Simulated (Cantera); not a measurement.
A Cantera script and its output.

```python
import numpy as np
import cantera as ct

gas = ct.Solution("gri30.yaml")
gas.TPX = 1223, 87000, {'CO': 1, 'H2': 0.045, 'CH4': 0.35, 'O2': 2.49, 'N2': 9.38}
reactor = ct.IdealGasConstPressureReactor(gas, energy="on", clone=False)
net = ct.ReactorNet([reactor])
net.rtol, net.atol = 1e-08, 1e-16
show = ['CO', 'H2', 'CH4', 'CO2', 'C2H', 'C2H4', 'H2O2']
times = np.geomspace(2e-06, 5, 10)

steps = ct.SolutionArray(gas, extra=["t"])
rows = []
print(f"{'t/s':>10s}{'T/K':>9s}{'P/Pa':>11s}" + "".join(f"{s:>11s}" for s in show))
for t in times:
    while net.time < t:
        t_next = net.step()
        steps.append(gas.state, t=t_next)
    rows.append([np.interp(t, steps.t, y) for y in (steps.T, steps.P, *steps(*show).X.T)])
    print(f"{t:10.3e}{rows[-1][0]:9.1f}{rows[-1][1]:11.4g}" + "".join(f"{x:11.3e}" for x in rows[-1][2:]))
rate = np.gradient(steps.T, steps.t)
print("integrator steps:", len(steps.t))
if steps.T.max() > steps.T[0] + 200:
    print(f"time of steepest temperature rise: {steps.t[rate.argmax()]:.4e} s")
gas.TPX = 1223, 87000, {'CO': 1, 'H2': 0.045, 'CH4': 0.35, 'O2': 2.49, 'N2': 9.38}
gas.equilibrate("HP")
print(f"equilibrium (HP): T = {gas.T:.1f} K  " + "  ".join(f"{s} {gas[s].X[0]:.3e}" for s in show))
```

It prints:

```
       t/s      T/K       P/Pa         CO         H2        CH4        CO2        C2H       C2H4       H2O2
 2.000e-06   1223.0    8.7e+04  7.539e-02  3.392e-03  2.639e-02  1.789e-09  4.135e-33  1.524e-19  1.517e-13
 1.028e-05   1223.0    8.7e+04  7.539e-02  3.392e-03  2.639e-02  1.072e-08  1.231e-30  3.944e-16  4.019e-12
 5.282e-05   1223.0    8.7e+04  7.539e-02  3.392e-03  2.639e-02  6.995e-08  1.427e-28  3.831e-13  1.002e-10
 2.714e-04   1223.0    8.7e+04  7.539e-02  3.392e-03  2.638e-02  5.783e-07  2.445e-25  1.679e-10  1.616e-09
 1.395e-03   1223.5    8.7e+04  7.536e-02  3.381e-03  2.627e-02  3.110e-05  1.668e-18  9.488e-07  5.064e-08
 7.169e-03   2309.6    8.7e+04  4.415e-03  4.274e-04  2.399e-20  1.010e-01  6.103e-26  1.135e-30  7.294e-08
 3.684e-02   2306.3    8.7e+04  4.225e-03  4.107e-04  2.221e-20  1.012e-01  5.101e-26  9.578e-31  7.246e-08
 1.893e-01   2296.3    8.7e+04  4.032e-03  3.944e-04  1.966e-20  1.015e-01  3.833e-26  7.634e-31  6.977e-08
 9.729e-01   2294.3    8.7e+04  3.996e-03  3.913e-04  1.920e-20  1.015e-01  3.626e-26  7.301e-31  6.927e-08
 5.000e+00   2294.3    8.7e+04  3.996e-03  3.913e-04  1.920e-20  1.015e-01  3.626e-26  7.301e-31  6.927e-08
integrator steps: 1961
time of steepest temperature rise: 3.7963e-03 s
equilibrium (HP): T = 2294.3 K  CO 3.996e-03  H2 3.913e-04  CH4 2.962e-20  CO2 1.015e-01  C2H 3.979e-26  C2H4 9.533e-31  H2O2 6.927e-08
```

Computed with Cantera and GRI-Mech 3.0 (53 species, 325 reactions).
